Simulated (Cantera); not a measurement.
Feed: 1 mol SiCl4, 28 mol NH3, held at 925 K and 23.3 Torr.

Cantera equilibrium calculation (NASA polynomials, part measured and part estimated; ideal gas, pure solids and liquids). Candidate condensed phases: NH4Cl, Si, Si3N4; 28 gas species. Equilibrium is a limit: real reactors are often held back by kinetics, nucleation or transport.

Base state: H2 0.698, N2 0.233, HCl 0.0697, SiCl4 1.68e-5 (mole fractions); condensed: Si3N4(s).

### Question
What changes in the equilibrium state with this change: temperature from 925 K to 1798.15 K?

### Answer
```json
[
 {"species": "H2", "before": "0.698", "after": "0.699"},
 {"species": "N2", "before": "0.233", "after": "0.241"},
 {"species": "HCl", "before": "0.0697", "after": "0.0481"},
 {"species": "SiCl2", "before": "1.53e-9", "after": "0.0102"},
 {"species": "H", "before": "1.24e-9", "after": "0.00167"},
 {"species": "Si", "before": "<1e-9", "after": "9.97e-5"},
 {"species": "SiCl", "before": "<1e-9", "after": "8.84e-5"},
 {"species": "Si3N4(s), mol", "before": "0.333", "after": "0"},
 {"species": "Si(l), mol", "before": "0", "after": "0.388"}
]
```
The tables' values for SiCl, SiCl3 are old estimates; treat these amounts as uncertain. Gases not in the tables: Si2H6 and higher silanes.
